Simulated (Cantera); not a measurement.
A closed system holds: 1 mol SiF4, 0.53 mol H2O, 47 mol N2, equilibrated at 0.133 bar.

Cantera equilibrium calculation (NASA polynomials, part measured and part estimated; ideal gas, pure solids and liquids). Candidate condensed phases: H2O, Si, SiO2, Si2N2O, Si3N4; 58 gas species. The tables hold silica as quartz up to 1696 K and as liquid above; real silica turns to tridymite and cristobalite and melts near 1996 K. The numbers say what is thermodynamically allowed, not how fast it happens.

Task: Which condensed phases are stable at each of these points (T (°C)): 650, 750, 850, 950, 1050, 1150, 1250, 1350, 1450, 1550, 1650, 1750, 1850?

Result: 
```csv
T (°C),condensed phases,Si condensed (%)
650,SiO2(β-quartz),19.8
750,SiO2(β-quartz),22.2
850,SiO2(β-quartz),23.7
950,SiO2(β-quartz),24.6
1050,SiO2(β-quartz),25.2
1150,SiO2(β-quartz),25.5
1250,SiO2(β-quartz),25.8
1350,SiO2(β-quartz),25.9
1450,SiO2(condensed),26.0
1550,SiO2(condensed),26.0
1650,SiO2(condensed),25.9
1750,SiO2(l),25.3
1850,SiO2(l),23.1
```

From 650 °C to 1350 °C the condensed part is SiO2(β-quartz). From 1450 °C to 1650 °C the condensed part is SiO2(condensed). From 1750 °C to 1850 °C the condensed part is SiO2(l).
